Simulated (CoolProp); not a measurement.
R1234yf along the isobar 2.97 MPa: fugacity coefficient from the reference equation and from simpler models built on Tc = 94.7 °C, pc = 3.384 MPa, ω = 0.276; each cubic takes its own stable root.

The numbers come from the reference Helmholtz-energy equation of state, Lemmon 2022 in CoolProp.

| T (°C) | phase | reference | Soave-Redlich-Kwong | Peng-Robinson |
|---|---|---|---|---|
| -14.75 | liquid | 0.06587 | 0.06755 | 0.06609 |
| -1.55 | liquid | 0.1031 | 0.1063 | 0.1035 |
| 11.75 | liquid | 0.1530 | 0.1585 | 0.1538 |
| 24.95 | liquid | 0.2159 | 0.2244 | 0.2171 |
| 38.15 | liquid | 0.2924 | 0.3042 | 0.2940 |
| 51.45 | liquid | 0.3824 | 0.3975 | 0.3840 |
| 64.65 | liquid | 0.4829 | 0.5003 | 0.4833 |
| 77.85 | liquid | 0.5911 | 0.6083 | 0.5881 |
| 91.15 | gas | 0.6880 | 0.6987 | 0.6769 |
| 104.35 | gas | 0.7286 | 0.7371 | 0.7149 |
